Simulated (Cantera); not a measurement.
## Thermodynamics of silicon nitride deposition, feed SiH₂Cl₂ + N₂

Input: 1 mol SiH₂Cl₂, a varied amount of N₂, equilibrated at 450 °C and 23.0 mbar.

Method: chemical equilibrium by Gibbs-energy minimisation in Cantera with the NASA 1993 tables (ideal gas, pure condensed phases). Candidate condensed phases: NH₄Cl, Si, Si₃N₄; 28 gas species. N₂ is the only nitrogen source here; it is nearly inert below about 1500 K, so the nitride shown seldom forms there in practice. Rates play no part.

```csv
n(N₂) (mol),x N₂,x H₂,x HCl,x SiCl₄,x SiHCl₃,x NH₃,n Si₃N₄(s)
0.54,0.0625,0.404,0.332,0.202,7.37e-5,1.03e-5,0.215
1.4,0.356,0.233,0.294,0.117,2.78e-5,1.08e-5,0.231
2.2,0.503,0.169,0.244,0.0845,1.75e-5,7.93e-6,0.237
3,0.594,0.132,0.208,0.0659,1.25e-5,5.94e-6,0.240
3.8,0.657,0.107,0.182,0.0537,9.51e-6,4.60e-6,0.243
4.6,0.703,0.0904,0.161,0.0452,7.58e-6,3.67e-6,0.245
5.4,0.738,0.0777,0.145,0.0389,6.23e-6,3.00e-6,0.247
6.2,0.766,0.0681,0.132,0.0340,5.24e-6,2.50e-6,0.249
7,0.788,0.0604,0.122,0.0302,4.49e-6,2.12e-6,0.250
7.9,0.808,0.0535,0.112,0.0268,3.84e-6,1.79e-6,0.252
```
x: gas mole fraction; n: condensed amount in mol.

From 0.54 mol N₂ to 7.9 mol N₂ the condensed part is Si₃N₄(s). The main Si-bearing gas is SiCl₄ throughout. The share of Si in condensed phases is highest at 7.9 mol N₂ (75.5 %) and lowest at 0.54 mol N₂ (64.5 %).
